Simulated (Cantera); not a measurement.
Feed: 1 mol Pb, 0.038 mol H₂, 0.83 mol N₂, at 1 atm.

These are equilibrium values from Cantera (NASA tables, ideal gas, pure condensed phases), not measurements of a reactor. Candidate condensed phases: Pb; 11 gas species. Rates play no part.

Task: Which condensed phases are stable at each of these points (T (K)): 548, 573, 598, 623, 648, 673, 698, 723, 748, 773, 798, 823, 848, 873?

Result: 
```json
[
 {"T (K)": "548", "condensed phases": "Pb(s)", "Pb condensed (%)": "100.0"},
 {"T (K)": "573", "condensed phases": "Pb(s)", "Pb condensed (%)": "100.0"},
 {"T (K)": "598", "condensed phases": "Pb(s)", "Pb condensed (%)": "100.0"},
 {"T (K)": "623", "condensed phases": "Pb(l)", "Pb condensed (%)": "100.0"},
 {"T (K)": "648", "condensed phases": "Pb(l)", "Pb condensed (%)": "100.0"},
 {"T (K)": "673", "condensed phases": "Pb(l)", "Pb condensed (%)": "100.0"},
 {"T (K)": "698", "condensed phases": "Pb(l)", "Pb condensed (%)": "100.0"},
 {"T (K)": "723", "condensed phases": "Pb(l)", "Pb condensed (%)": "100.0"},
 {"T (K)": "748", "condensed phases": "Pb(l)", "Pb condensed (%)": "100.0"},
 {"T (K)": "773", "condensed phases": "Pb(l)", "Pb condensed (%)": "100.0"},
 {"T (K)": "798", "condensed phases": "Pb(l)", "Pb condensed (%)": "100.0"},
 {"T (K)": "823", "condensed phases": "Pb(l)", "Pb condensed (%)": "100.0"},
 {"T (K)": "848", "condensed phases": "Pb(l)", "Pb condensed (%)": "100.0"},
 {"T (K)": "873", "condensed phases": "Pb(l)", "Pb condensed (%)": "100.0"}
]
```

From 548 K to 598 K the condensed part is Pb(s). From 623 K to 873 K the condensed part is Pb(l).
